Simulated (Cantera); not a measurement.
Input: 1 mol CH2F2, 0.89 mol HCl, at 1950 K and 1.10 Pa.

Equilibrium computed with Cantera from the NASA thermochemical tables; the gas is ideal and each condensed phase is pure. Candidate condensed phases: C, C6H6, C7H8, C8H18; 118 gas species. Equilibrium is a limit: real reactors are often held back by kinetics, nucleation or transport.

Base state: HF 0.614, Cl 0.153, HCl 0.120, H 0.0704, H2 0.0415, F 0.000348, C2H2 (acetylene) 2.27e-5 (mole fractions); condensed: C(graphite).

Question: What changes in the equilibrium state with this change: temperature from 1950 K to 2448 K?

Answer: 
| species | before | after |
|---|---|---|
| HF | 0.614 | 0.381 |
| H | 0.0704 | 0.290 |
| Cl | 0.153 | 0.207 |
| HCl | 0.120 | 0.00234 |
| C3 | 7.12e-7 | 0.0198 |
| F | 0.000348 | 0.0861 |
| H2 | 0.0415 | 0.00234 |
| C5 | <1e-9 | 4.67e-5 |
| C2 | 5.98e-8 | 0.00180 |
| C | 9.17e-7 | 0.00729 |
| C(graphite), mol | 1.000 | 0.688 |

Question: What changes in the equilibrium state with this change: CH2F2 replaced by CCl4?

Answer: 
```
species             before    after
----------------  --------  -------
Cl                   0.153    0.824
HCl                  0.120    0.157
H                   0.0704   0.0170
HF                   0.614        0
H2                  0.0415  0.00242
F                 0.000348        0
Cl2                7.01e-7  2.03e-5
C2H2 (acetylene)   2.27e-5  1.33e-6
C(graphite), mol     1.000    1.000
```
